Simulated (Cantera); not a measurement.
**Low-pressure radical oxidation in H2/O2**

A perfectly stirred reactor is fed with H2 : O2 : N2 = 0.023 : 1 : 0.81 (molar parts), equivalence ratio 0.011, at 3.90 Torr; it is held at 1275 K, and followed from long to short residence time.

Model: GRI-Mech 3.0 (53 species, 325 reactions), integrated in Cantera. Radical loss at walls, strong at low pressure, is not modelled.

```json
[
 {"τ (s)": "0.66", "x H2": "0.000127", "x O2": "0.537", "x H2O": "0.0116", "x N2O": "3.66e-9", "x OH": "0.00104", "x NO": "5.68e-8"},
 {"τ (s)": "0.39", "x H2": "0.000163", "x O2": "0.536", "x H2O": "0.0115", "x N2O": "3.38e-9", "x OH": "0.00112", "x NO": "4.39e-8"},
 {"τ (s)": "0.23", "x H2": "0.000214", "x O2": "0.535", "x H2O": "0.0113", "x N2O": "3.06e-9", "x OH": "0.00119", "x NO": "3.15e-8"},
 {"τ (s)": "0.14", "x H2": "0.000285", "x O2": "0.535", "x H2O": "0.0112", "x N2O": "2.69e-9", "x OH": "0.00127", "x NO": "2.18e-8"},
 {"τ (s)": "0.080", "x H2": "0.000412", "x O2": "0.535", "x H2O": "0.0109", "x N2O": "2.21e-9", "x OH": "0.00137", "x NO": "1.38e-8"},
 {"τ (s)": "0.048", "x H2": "0.000599", "x O2": "0.535", "x H2O": "0.0107", "x N2O": "1.72e-9", "x OH": "0.00148", "x NO": "8.75e-9"},
 {"τ (s)": "0.028", "x H2": "0.000912", "x O2": "0.535", "x H2O": "0.0102", "x N2O": "1.22e-9", "x OH": "0.00163", "x NO": "5.24e-9"},
 {"τ (s)": "0.017", "x H2": "0.00136", "x O2": "0.536", "x H2O": "0.00966", "x N2O": "8.21e-10", "x OH": "0.00179", "x NO": "3.13e-9"},
 {"τ (s)": "0.0098", "x H2": "0.00214", "x O2": "0.537", "x H2O": "0.00879", "x N2O": "4.85e-10", "x OH": "0.00196", "x NO": "1.65e-9"},
 {"τ (s)": "0.0058", "x H2": "0.00327", "x O2": "0.538", "x H2O": "0.00762", "x N2O": "2.67e-10", "x OH": "0.00207", "x NO": "8.01e-10"}
]
```
x: mole fraction; the columns are a selection and need not sum to one.
